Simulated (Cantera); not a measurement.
Ammonia decomposition in nitride growth gas

An isothermal, constant-pressure homogeneous reactor starts with 4.27 % NH₃, 94.0 % N₂, 1.71 % H₂, at 1575 K and 10.5 Torr.

Computed with Cantera and the gas-phase N/H chemistry of the illustrative SiF4/NH3 mechanism in the Surface Chemkin manual (1991). Walls and surfaces, which speed up NH3 decomposition in real reactors, are not modelled.

| t (s) | x NH₃ | x NH | x H₂ | x H | x NH₂ | x N₂ | x N |
|---|---|---|---|---|---|---|---|
| 1.00e-5 | 0.0427 | <1e-12 | 0.0171 | 1.68e-10 | 1.75e-10 | 0.940 | <1e-12 |
| 3.32e-5 | 0.0427 | <1e-12 | 0.0171 | 5.34e-10 | 6.07e-10 | 0.940 | <1e-12 |
| 0.000110 | 0.0427 | <1e-12 | 0.0171 | 1.55e-9 | 2.24e-9 | 0.940 | <1e-12 |
| 0.000367 | 0.0427 | <1e-12 | 0.0171 | 3.69e-9 | 8.91e-9 | 0.940 | <1e-12 |
| 0.00122 | 0.0427 | <1e-12 | 0.0171 | 8.22e-9 | 3.36e-8 | 0.940 | <1e-12 |
| 0.00405 | 0.0427 | 5.53e-12 | 0.0171 | 2.24e-8 | 1.17e-7 | 0.940 | <1e-12 |
| 0.0135 | 0.0427 | 9.57e-11 | 0.0171 | 6.96e-8 | 3.92e-7 | 0.940 | <1e-12 |
| 0.0447 | 0.0427 | 1.24e-9 | 0.0171 | 2.26e-7 | 1.31e-6 | 0.940 | 7.40e-12 |
| 0.149 | 0.0427 | 1.39e-8 | 0.0171 | 7.44e-7 | 4.33e-6 | 0.940 | 2.94e-10 |
| 0.494 | 0.0427 | 1.35e-7 | 0.0171 | 2.42e-6 | 1.41e-5 | 0.940 | 7.98e-9 |
| 1.64 | 0.0425 | 4.92e-7 | 0.0174 | 5.05e-6 | 2.85e-5 | 0.940 | 4.82e-8 |
| 5.45 | 0.0414 | 5.03e-7 | 0.0190 | 5.58e-6 | 2.82e-5 | 0.940 | 5.19e-8 |
| 18.1 | 0.0382 | 4.74e-7 | 0.0235 | 6.77e-6 | 2.55e-5 | 0.938 | 5.33e-8 |
| 60.2 | 0.0302 | 4.06e-7 | 0.0349 | 9.99e-6 | 2.02e-5 | 0.935 | 5.31e-8 |
| 200 | 0.0164 | 2.85e-7 | 0.0546 | 1.71e-5 | 1.20e-5 | 0.929 | 4.63e-8 |
x: mole fraction; the columns are a selection and need not sum to one.

Equilibrium at this temperature and pressure: NH₃ 1.44e-8, NH 4.28e-12, H₂ 0.0778, H 9.86e-5, NH₂ 4.26e-11, N₂ 0.922, N 3.05e-12 (gas phase only).
